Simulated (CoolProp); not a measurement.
Vapour-liquid equilibrium of cis-2-butene (1) + acetone (2) at 342.7 K; x and y are mole fractions of (1).

Values from CoolProp's multi-fluid Helmholtz-energy mixture model, Lemmon 2005 and Lemmon 2006; pair parameters Bell 2016.

| x | bubble pressure (MPa) | y at the bubble point | dew pressure at overall composition x (MPa) | liquid density (mol/L) |
|---|---|---|---|---|
| 0.05 | 0.2233 | 0.313 | 0.1652 | 12.45 |
| 0.125 | 0.3115 | 0.530 | 0.1786 | 12.21 |
| 0.2 | 0.3858 | 0.639 | 0.1942 | 11.96 |
| 0.275 | 0.4470 | 0.704 | 0.2126 | 11.73 |
| 0.35 | 0.4967 | 0.748 | 0.2347 | 11.49 |
| 0.425 | 0.5372 | 0.780 | 0.2618 | 11.27 |
| 0.5 | 0.5707 | 0.806 | 0.2955 | 11.05 |
| 0.575 | 0.5996 | 0.828 | 0.3386 | 10.84 |
| 0.65 | 0.6255 | 0.849 | 0.3950 | 10.65 |
| 0.725 | 0.6499 | 0.872 | 0.4696 | 10.47 |
| 0.8 | 0.6736 | 0.897 | 0.5635 | 10.30 |
| 0.875 | 0.6967 | 0.928 | 0.6534 | 10.15 |
| 0.95 | 0.7185 | 0.967 | 0.7100 | 10.02 |

No azeotrope shows between x = 0.05 and 0.95.

Pair parameters are fitted to limited data, so mixtures are less certain than the pure fluids.
